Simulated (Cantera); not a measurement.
A perfectly stirred reactor is fed with H₂ : O₂ : N₂ : NO = 1 : 0.658 : 2.47 : 0.0042 (molar parts), at 7.50 atm; it is adiabatic with a 400 K inlet, and is followed from long to short residence time, starting on the burning branch (τ in s: 0.028, 0.013, 0.0064, 0.003, 0.0014, 0.00067, 0.00032, 0.00015, 7.1e-05, 3.4e-05, 1.6e-05, 7.6e-06).

Detailed kinetics in Cantera: GRI-Mech 3.0 (53 species, 325 reactions). The hydrogen kinetics of GRI-Mech 3.0 are dated; newer H2 mechanisms differ, most at raised pressure. The mechanism lacks 2 NO + O2 → 2 NO2 and HONO, so NO2 and the effect of NO are under-described below about 1400 K.

**Question.** What does this change do: pressure from 7.50 atm to 0.405 atm?

**Answer.** 
```csv
quantity,before,after
"blow-out, bracketed by the residence times tried","burning at 7.60 µs, the shortest tried","burning at 71.0 µs, out at 34.0 µs"
x(H₂) at τ = 28.0 ms,0.000603,0.00495
x(O₂) at τ = 28.0 ms,0.0423,0.0426
x(NO) at τ = 28.0 ms,0.00218,0.00146
x(H₂O) at τ = 28.0 ms,0.273,0.263
x(H₂O₂) at τ = 28.0 ms,5.37e-7,1.19e-7
x(H₂) at τ = 0.320 ms,0.00288,0.0272
x(O₂) at τ = 0.320 ms,0.0429,0.0540
x(NO) at τ = 0.320 ms,0.00121,0.00112
x(H₂O) at τ = 0.320 ms,0.268,0.213
x(H₂O₂) at τ = 0.320 ms,9.98e-7,1.18e-6
```
